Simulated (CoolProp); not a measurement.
Saturation properties of R1336mzz(Z).

Values from CoolProp's reference Helmholtz-energy equation of state, McLinden 2020.

```json
[
 {"T (K)": "282.3", "p (MPa)": "0.03789", "liquid density (kg/m³)": "1405", "vapour density (kg/m³)": "2.720", "enthalpy of vaporisation (kJ/kg)": "175.5", "liquid cp (kJ/(kg K))": "1.188"},
 {"T (K)": "297.7", "p (MPa)": "0.07227", "liquid density (kg/m³)": "1366", "vapour density (kg/m³)": "4.997", "enthalpy of vaporisation (kJ/kg)": "168.7", "liquid cp (kJ/(kg K))": "1.220"},
 {"T (K)": "313.1", "p (MPa)": "0.1278", "liquid density (kg/m³)": "1325", "vapour density (kg/m³)": "8.579", "enthalpy of vaporisation (kJ/kg)": "161.5", "liquid cp (kJ/(kg K))": "1.252"},
 {"T (K)": "328.5", "p (MPa)": "0.2122", "liquid density (kg/m³)": "1282", "vapour density (kg/m³)": "13.95", "enthalpy of vaporisation (kJ/kg)": "153.8", "liquid cp (kJ/(kg K))": "1.286"},
 {"T (K)": "343.9", "p (MPa)": "0.3343", "liquid density (kg/m³)": "1236", "vapour density (kg/m³)": "21.75", "enthalpy of vaporisation (kJ/kg)": "145.4", "liquid cp (kJ/(kg K))": "1.322"},
 {"T (K)": "359.3", "p (MPa)": "0.5040", "liquid density (kg/m³)": "1187", "vapour density (kg/m³)": "32.81", "enthalpy of vaporisation (kJ/kg)": "136.3", "liquid cp (kJ/(kg K))": "1.364"},
 {"T (K)": "374.7", "p (MPa)": "0.7323", "liquid density (kg/m³)": "1133", "vapour density (kg/m³)": "48.35", "enthalpy of vaporisation (kJ/kg)": "126.0", "liquid cp (kJ/(kg K))": "1.414"},
 {"T (K)": "390", "p (MPa)": "1.029", "liquid density (kg/m³)": "1073", "vapour density (kg/m³)": "70.11", "enthalpy of vaporisation (kJ/kg)": "114.2", "liquid cp (kJ/(kg K))": "1.483"},
 {"T (K)": "405.4", "p (MPa)": "1.412", "liquid density (kg/m³)": "1003", "vapour density (kg/m³)": "101.8", "enthalpy of vaporisation (kJ/kg)": "100.1", "liquid cp (kJ/(kg K))": "1.591"},
 {"T (K)": "420.8", "p (MPa)": "1.897", "liquid density (kg/m³)": "914.7", "vapour density (kg/m³)": "151.0", "enthalpy of vaporisation (kJ/kg)": "82.01", "liquid cp (kJ/(kg K))": "1.814"},
 {"T (K)": "436.2", "p (MPa)": "2.507", "liquid density (kg/m³)": "779.5", "vapour density (kg/m³)": "244.9", "enthalpy of vaporisation (kJ/kg)": "54.32", "liquid cp (kJ/(kg K))": "2.791"}
]
```

It boils at 306.6 K under 1 atm.
